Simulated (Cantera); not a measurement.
An isothermal, constant-pressure homogeneous reactor starts with C₂H₆ : H₂ = 1 : 3.9 (molar parts), at 1323 K and 6400 Pa. Integrator tolerance rtol = 1e-08.

Computed with Cantera and GRI-Mech 3.0 (53 species, 325 reactions). GRI-Mech 3.0 stops at C3 and has no aromatics, soot or wall deposition, so with more carbon than oxygen in the feed, carbon stays in small species such as C2H2 where larger ones or solid carbon would form.

**Question.** What does this change do: H2 3.9 to 1.3 parts?

**Answer.** 
```json
[
 {"quantity": "x(C₂H₆) at 100 s", "before": "2.12e-5 (gas-phase equilibrium 2.11e-5)", "after": "2.99e-5 (gas-phase equilibrium 2.99e-5)"},
 {"quantity": "x(H₂) at 100 s", "before": "0.794 (gas-phase equilibrium 0.787)", "after": "0.679 (gas-phase equilibrium 0.679)"},
 {"quantity": "x(C₂H₄) at 100 s", "before": "0.0109 (gas-phase equilibrium 0.0105)", "after": "0.0172 (gas-phase equilibrium 0.0172)"},
 {"quantity": "x(C₂H) at 100 s", "before": "4.26e-10 (gas-phase equilibrium 3.81e-10)", "after": "7.80e-10 (gas-phase equilibrium 7.81e-10)"},
 {"quantity": "x(C₂H₂) at 100 s", "before": "0.103 (gas-phase equilibrium 0.0991)", "after": "0.189 (gas-phase equilibrium 0.189)"},
 {"quantity": "x(CH₄) at 100 s", "before": "0.0922 (gas-phase equilibrium 0.104)", "after": "0.115 (gas-phase equilibrium 0.115)"}
]
```

**Question.** What does this change do: temperature 1323 to 1725 K?

**Answer.** 
```
quantity                                             before                                      after
----------------  -----------------------------------------  -----------------------------------------
x(C₂H₆) at 100 s    2.12e-5 (gas-phase equilibrium 2.11e-5)    3.34e-8 (gas-phase equilibrium 3.34e-8)
x(H₂) at 100 s          0.794 (gas-phase equilibrium 0.787)        0.853 (gas-phase equilibrium 0.853)
x(C₂H₄) at 100 s      0.0109 (gas-phase equilibrium 0.0105)  0.000314 (gas-phase equilibrium 0.000314)
x(C₂H) at 100 s   4.26e-10 (gas-phase equilibrium 3.81e-10)    7.23e-7 (gas-phase equilibrium 7.23e-7)
x(C₂H₂) at 100 s       0.103 (gas-phase equilibrium 0.0991)        0.144 (gas-phase equilibrium 0.144)
x(CH₄) at 100 s        0.0922 (gas-phase equilibrium 0.104)    0.00197 (gas-phase equilibrium 0.00197)
```
